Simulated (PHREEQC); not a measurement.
## Hard or scaling water (model solution)

Consider water at 70 °C with 0.0044 mol/kgw BaCl2, 0.00014 mol/kgw Na2CO3 and 0.00043 mol/kgw NaCl. Closed to the air; pH follows from the charge balance.

Equilibrium calculation in PHREEQC: Pitzer model, pitzer.dat.

This is a speciation only: nothing precipitates in the calculation.

Task: What pH, osmotic coefficient, specific conductance does the model give?

Result: pH 8.85; osmotic coefficient 0.924; specific conductance 2590 µS/cm.

Task: In which forms is C present?

Result: HCO3- 92 %, CO3-2 7.4 % of the C.

At this temperature some constants are extrapolated from 25 °C, and those without enthalpy data are left unchanged.
